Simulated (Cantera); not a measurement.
Input: 1 mol SiHCl₃, 0.4 mol HCl, 120 mol N₂, at 1575 K and 1.90 bar.

Method: chemical equilibrium by Gibbs-energy minimisation in Cantera with the NASA 1993 tables (ideal gas, pure condensed phases). The tables' values for SiCl₃ are old estimates; treat these amounts as uncertain. Rates play no part.

| species | before | after |
|---|---|---|
| N₂ | 0.984 | 0.985 |
| HCl | 0.0103 | 0.0103 |
| SiCl₄ | 0.00284 | 0.00409 |
| SiCl₂ | 0.00131 | 0.000113 |
| SiCl₃ | 0.00119 | 0.000330 |
| Cl | 1.00e-5 | 1.24e-6 |
| SiHCl₃ | 2.22e-5 | 1.65e-5 |
| H₂ | 0.000601 | 0.000587 |
| Si₃N₄(s), mol | 0.115 | 0.149 |
Gas species are given as mole fractions.

**Question.** Name the change that produced these shifts.
(A) pressure from 1.90 bar to 1.10 bar
(B) temperature from 1575 K to 1400 K
(C) temperature from 1575 K to 1598 K
(D) temperature from 1575 K to 1600 K

**Answer.** B, temperature from 1575 K to 1400 K. N₂ is the only nitrogen source here; it is nearly inert below about 1500 K, so the nitride shown seldom forms there in practice
